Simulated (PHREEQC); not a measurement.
Make-up at 18 °C: 7.9e-05 mol/kgw HBr, 0.00031 mol/kgw CuSO4 and 0.00051 mol/kgw KCl. Closed to the air; pH follows from the charge balance.

The numbers come from PHREEQC with the ion-association model, wateq4f.dat.

Question: The ionic strength comes out as 0.00178 mol/kgw. What activity coefficients do HSO4-, Br-, H+, SO4-2, K+ get?

Answer: HSO4- 0.95, Br- 0.95, H+ 0.96, SO4-2 0.83, K+ 0.95.

This is a speciation only: nothing precipitates in the calculation. Complexes and solids missing from the database can't appear.
